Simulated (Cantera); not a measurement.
An isothermal, constant-pressure homogeneous reactor starts with H₂ : O₂ = 0.37 : 1 (molar parts), equivalence ratio 0.18, at 1250 K and 0.0263 atm.

Computed with Cantera and the H2/O2 subset of GRI-Mech 3.0, which has no nitrogen chemistry. Radical loss at walls, strong at low pressure, is not modelled. The temperature is held fixed by assumption; the heat of reaction is taken as removed at once.

x: mole fraction; the columns are a selection and need not sum to one.

| t (s) | x H₂ | x O₂ | x H₂O | x H | x H₂O₂ |
|---|---|---|---|---|---|
| 8.00e-5 | 0.270 | 0.730 | 3.16e-7 | 2.61e-7 | 1.91e-10 |
| 0.000220 | 0.270 | 0.730 | 7.85e-5 | 5.23e-5 | … |
| 0.000606 | 0.0204 | 0.592 | 0.195 | 0.0988 | … |
| 0.00167 | 0.0126 | 0.618 | 0.237 | 0.0595 | … |
| 0.00459 | 0.00522 | 0.663 | 0.288 | 0.0133 | … |
| 0.0126 | 0.000746 | 0.684 | 0.309 | 0.000664 | … |
| 0.0348 | 8.43e-5 | 0.687 | 0.311 | 2.56e-5 | … |
| 0.0959 | 1.38e-5 | 0.688 | 0.312 | 1.75e-6 | … |
| 0.264 | 3.11e-6 | 0.688 | 0.312 | 1.95e-7 | … |
| 0.727 | 8.62e-7 | 0.688 | 0.312 | 2.91e-8 | … |
| 2.00 | 2.75e-7 | 0.688 | 0.312 | 5.32e-9 | … |

Some entries are withheld; supply them.


- 0.000220, x H₂O₂: 1.84e-9
- 0.000606, x H₂O₂: 7.79e-7
- 0.00167, x H₂O₂: 8.51e-7
- 0.00459, x H₂O₂: 1.05e-6
- 0.0126, x H₂O₂: 6.59e-7
- 0.0348, x H₂O₂: 2.38e-7
- 0.0959, x H₂O₂: 8.25e-8
- 0.264, x H₂O₂: 2.98e-8
- 0.727, x H₂O₂: 1.11e-8
- 2.00, x H₂O₂: 4.28e-9
